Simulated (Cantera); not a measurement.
A perfectly stirred reactor is fed with 23.3 % NO, 76.7 % N2, at 13000 Pa; it is held at 2075 K, and followed from long to short residence time.

Cantera simulation using GRI-Mech 3.0 (53 species, 325 reactions); the numbers are that mechanism's predictions, not measurements.

x: mole fraction; the columns are a selection and need not sum to one.

| τ (s) | x NO | x NO2 | x N2O | x O2 | x O | x N2 |
|---|---|---|---|---|---|---|
| 1.2 | 0.153 | 3.69e-5 | 9.63e-6 | 0.0395 | 0.000678 | 0.807 |
| 0.40 | 0.204 | 3.10e-5 | 1.81e-5 | 0.0138 | 0.000446 | 0.781 |
| 0.13 | 0.224 | (withheld) | 2.25e-5 | (withheld) | (withheld) | 0.771 |
| 0.042 | 0.230 | 1.70e-5 | 2.35e-5 | 0.00104 | 0.000233 | 0.769 |
| 0.014 | 0.232 | (withheld) | 2.23e-5 | (withheld) | (withheld) | 0.768 |
| 0.0044 | 0.232 | 6.17e-6 | 1.82e-5 | 3.04e-5 | 8.18e-5 | 0.767 |
| 0.0014 | 0.233 | 1.76e-6 | 1.12e-5 | 2.50e-6 | 2.52e-5 | 0.767 |

Problem. Some entries are withheld; supply them.

Solution. 
- 0.13, x NO2: 2.22e-5
- 0.13, x O2: 0.00390
- 0.13, x O: 0.000305
- 0.014, x NO2: 1.25e-5
- 0.014, x O2: 0.000239
- 0.014, x O: 0.000169
